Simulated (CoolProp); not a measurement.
Vapour-liquid equilibrium of R134a (1) + R141b (2) at 0.0894 MPa; x and y are mole fractions of (1).

The numbers come from the multi-fluid Helmholtz-energy mixture model, Tillner-Roth 1994 and Lemmon 2006; pair parameters Bell 2016 in CoolProp.

| x | bubble temperature, mixture model (°C) | bubble temperature, Raoult's law (°C) | y, mixture model | y, Raoult's law |
|---|---|---|---|---|
| 0.05 | 15.6 | 19.7 | 0.410 | 0.317 |
| 0.15 | -0.4 | 7.2 | 0.727 | 0.633 |
| 0.25 | -9.3 | -1.4 | 0.838 | 0.779 |
| 0.35 | -14.7 | -7.7 | 0.889 | 0.858 |
| 0.45 | -18.4 | -12.7 | 0.918 | 0.906 |
| 0.55 | -21.0 | -16.7 | 0.937 | 0.938 |
| 0.65 | -23.0 | -20.1 | 0.951 | 0.960 |
| 0.75 | -24.7 | -23.0 | 0.963 | 0.975 |
| 0.85 | -26.3 | -25.5 | 0.976 | 0.987 |
| 0.95 | -27.9 | -27.8 | 0.991 | 0.996 |

The largest gap from Raoult's law is -7.9 K in bubble temperature, at x = 0.25. No azeotrope shows between x = 0.05 and 0.95.

The pair parameters rest on a limited set of measurements; away from them the model extrapolates.
